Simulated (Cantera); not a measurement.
A Cantera script and its output.

```python
import numpy as np
import cantera as ct

gas = ct.Solution("h2o2.yaml")
gas.TPX = 1423, 100000, {'H2': 0.88, 'O2': 1, 'N2': 15}
reactor = ct.IdealGasConstPressureReactor(gas, energy="off", clone=False)
net = ct.ReactorNet([reactor])
net.rtol, net.atol = 1e-08, 1e-18
show = ['H2', 'O2', 'OH', 'H2O2', 'O', 'H']
times = np.geomspace(0.0007, 50, 10)

steps = ct.SolutionArray(gas, extra=["t"])
rows = []
print(f"{'t/s':>10s}{'T/K':>9s}{'P/Pa':>11s}" + "".join(f"{s:>11s}" for s in show))
for t in times:
    while net.time < t:
        t_next = net.step()
        steps.append(gas.state, t=t_next)
    rows.append([np.interp(t, steps.t, y) for y in (steps.T, steps.P, *steps(*show).X.T)])
    print(f"{t:10.3e}{rows[-1][0]:9.1f}{rows[-1][1]:11.4g}" + "".join(f"{x:11.3e}" for x in rows[-1][2:]))
rate = np.gradient(steps.T, steps.t)
print("integrator steps:", len(steps.t))
if steps.T.max() > steps.T[0] + 200:
    print(f"time of steepest temperature rise: {steps.t[rate.argmax()]:.4e} s")
gas.TPX = 1423, 100000, {'H2': 0.88, 'O2': 1, 'N2': 15}
gas.equilibrate("TP")
print(f"equilibrium (TP): T = {gas.T:.1f} K  " + "  ".join(f"{s} {gas[s].X[0]:.3e}" for s in show))
```

It prints:

```
       t/s      T/K       P/Pa         H2         O2         OH       H2O2          O          H
 7.000e-04   1423.0      1e+05  2.040e-04  3.392e-02  5.408e-04  3.145e-07  2.328e-04  7.907e-05
 2.423e-03   1423.0      1e+05  1.675e-05  3.402e-02  1.604e-04  5.904e-08  1.996e-05  1.980e-06
 8.390e-03   1423.0      1e+05  2.385e-06  3.405e-02  6.352e-05  1.268e-08  3.107e-06  1.200e-07
 2.904e-02   1423.0      1e+05  5.452e-07  3.406e-02  3.101e-05  3.470e-09  7.418e-07  1.404e-08
 1.005e-01   1423.0      1e+05  2.180e-07  3.406e-02  1.951e-05  1.487e-09  2.946e-07  3.640e-09
 3.481e-01   1423.0      1e+05  1.867e-07  3.406e-02  1.798e-05  1.284e-09  2.502e-07  2.891e-09
 1.205e+00   1423.0      1e+05  1.866e-07  3.406e-02  1.797e-05  1.283e-09  2.501e-07  2.889e-09
 4.172e+00   1423.0      1e+05  1.866e-07  3.406e-02  1.797e-05  1.283e-09  2.501e-07  2.889e-09
 1.444e+01   1423.0      1e+05  1.866e-07  3.406e-02  1.797e-05  1.283e-09  2.501e-07  2.889e-09
 5.000e+01   1423.0      1e+05  1.866e-07  3.406e-02  1.797e-05  1.283e-09  2.501e-07  2.889e-09
integrator steps: 1641
equilibrium (TP): T = 1423.0 K  H2 1.866e-07  O2 3.406e-02  OH 1.797e-05  H2O2 1.283e-09  O 2.501e-07  H 2.889e-09
```

Detailed kinetics in Cantera: the H2/O2 subset of GRI-Mech 3.0, which has no nitrogen chemistry. The temperature is held fixed by assumption; the heat of reaction is taken as removed at once.
